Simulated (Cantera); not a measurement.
# Nitride etching: Si3N4 + H2

Charge: 1 mol Si3N4, 10 mol H2, equilibrated at 3.90e-5 bar.

Equilibrium computed with Cantera from the NASA thermochemical tables; the gas is ideal and each condensed phase is pure. Candidate condensed phases: Si, Si3N4; 18 gas species. The tables' values for SiN are old estimates; treat these amounts as uncertain. Gases not in the tables: Si2H6 and higher silanes. The numbers say what is thermodynamically allowed, not how fast it happens.

From 1523 K to 1673 K the condensed part is Si(s). From 1723 K to 1823 K the condensed part is Si(l). From 1873 K to 1973 K nothing is condensed. The main Si-bearing gas is Si throughout.

```json
[
 {"T (K)": "1523", "log p H2": "-4.49", "log p Si": "-7.74", "log p N2": "-5.19", "log p H": "-6.88", "log p Si2": "-10.57", "n Si(s)": "2.99", "n Si(l)": "0"},
 {"T (K)": "1573", "log p H2": "-4.49", "log p Si": "-7.26", "log p N2": "-5.19", "log p H": "-6.64", "log p Si2": "-9.94", "n Si(s)": "2.98", "n Si(l)": "0"},
 {"T (K)": "1623", "log p H2": "-4.49", "log p Si": "-6.81", "log p N2": "-5.19", "log p H": "-6.41", "log p Si2": "-9.35", "n Si(s)": "2.95", "n Si(l)": "0"},
 {"T (K)": "1673", "log p H2": "-4.50", "log p Si": "-6.38", "log p N2": "-5.20", "log p H": "-6.19", "log p Si2": "-8.79", "n Si(s)": "2.87", "n Si(l)": "0"},
 {"T (K)": "1723", "log p H2": "-4.51", "log p Si": "-6.01", "log p N2": "-5.20", "log p H": "-6.00", "log p Si2": "-8.33", "n Si(s)": "0", "n Si(l)": "2.68"},
 {"T (K)": "1773", "log p H2": "-4.53", "log p Si": "-5.67", "log p N2": "-5.22", "log p H": "-5.81", "log p Si2": "-7.93", "n Si(s)": "0", "n Si(l)": "2.27"},
 {"T (K)": "1823", "log p H2": "-4.57", "log p Si": "-5.35", "log p N2": "-5.25", "log p H": "-5.65", "log p Si2": "-7.54", "n Si(s)": "0", "n Si(l)": "1.37"},
 {"T (K)": "1873", "log p H2": "-4.63", "log p Si": "-5.13", "log p N2": "-5.30", "log p H": "-5.51", "log p Si2": "-7.34", "n Si(s)": "0", "n Si(l)": "0"},
 {"T (K)": "1923", "log p H2": "-4.65", "log p Si": "-5.14", "log p N2": "-5.31", "log p H": "-5.35", "log p Si2": "-7.58", "n Si(s)": "0", "n Si(l)": "0"},
 {"T (K)": "1973", "log p H2": "-4.68", "log p Si": "-5.15", "log p N2": "-5.32", "log p H": "-5.21", "log p Si2": "-7.81", "n Si(s)": "0", "n Si(l)": "0"}
]
```
log p: log10 of the partial pressure in bar; n: condensed amount in mol.
